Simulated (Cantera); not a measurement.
**Reactions in the system C-H**

Source: NASA polynomial tables (part measured, part estimated), evaluated in Cantera. Values are per mole of reaction as written; species without (g) are pure solids or liquids, kept so even where they would boil at 1 bar.

C2H6(g) = 2 C + 3 H2(g)

| T (K) | ΔH° (kJ) | ΔS° (J/K) | ΔG° (kJ) | log10 K |
|---|---|---|---|---|
| 450 | 91.1 | 194.0 | 3.8 | -0.44 |
| 500 | 93.1 | 198.3 | -6.0 | 0.63 |
| 550 | 95.0 | 201.9 | -16.0 | 1.52 |
| 600 | 96.7 | 204.9 | -26.2 | 2.28 |
| 650 | 98.2 | 207.3 | -36.5 | 2.93 |
| 700 | 99.6 | 209.3 | -46.9 | 3.50 |
| 750 | 100.8 | 211.0 | -57.4 | 4.00 |
| 800 | 101.9 | 212.4 | -68.0 | 4.44 |
| 850 | 102.9 | 213.6 | -78.7 | 4.83 |
| 900 | 103.7 | 214.6 | -89.4 | 5.19 |
| 950 | 104.5 | 215.4 | -100.1 | 5.51 |

C2H4(g) + 2 C2H6(g) = 2 C3H8(g)

| T (K) | ΔH° (kJ) | ΔS° (J/K) | ΔG° (kJ) | log10 K |
|---|---|---|---|---|
| 450 | -93.7 | -136.0 | -32.5 | 3.77 |
| 500 | -93.4 | -135.4 | -25.7 | 2.69 |
| 550 | -93.0 | -134.7 | -19.0 | 1.80 |
| 600 | -92.6 | -134.0 | -12.3 | 1.07 |
| 650 | -92.2 | -133.3 | -5.6 | 0.45 |
| 700 | -91.7 | -132.6 | 1.1 | -0.08 |
| 750 | -91.3 | -132.0 | 7.7 | -0.54 |
| 800 | -90.8 | -131.3 | 14.3 | -0.93 |
| 850 | -90.3 | -130.7 | 20.8 | -1.28 |
| 900 | -89.8 | -130.1 | 27.3 | -1.59 |
| 950 | -89.3 | -129.6 | 33.8 | -1.86 |
